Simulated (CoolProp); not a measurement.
A simple Rankine cycle with R152A: condensing at 293.15 K, boiler at 2.3 MPa, turbine inlet 392.3 K, turbine efficiency 0.6, pump efficiency 0.6, no recuperator. Each further row changes one setting.

Model: reference Helmholtz-energy equation of state, Outcalt 1996, in CoolProp. It is a modified Benedict-Webb-Rubin equation, recast in Helmholtz form.

```csv
case,thermal efficiency (%),net work (kJ/kg),heat in (kJ/kg),turbine exit temperature (K),volume ratio over the turbine
as stated,___,___,374,340.7,4.54
turbine inlet 412.3 K,___,34.7,405,363.1,4.46
condensing temperature 285.15 K,___,36.9,388,333.9,5.81
boiler pressure 1.61 MPa,6.8,26.4,388,356.0,3.10
turbine efficiency 0.5,6.9,___,374,345.4,4.62
```

Some entries are withheld; supply them.


- as stated, thermal efficiency (%): 8.4
- as stated, net work (kJ/kg): 31.4
- turbine inlet 412.3 K, thermal efficiency (%): 8.6
- condensing temperature 285.15 K, thermal efficiency (%): 9.5
- turbine efficiency 0.5, net work (kJ/kg): 25.7
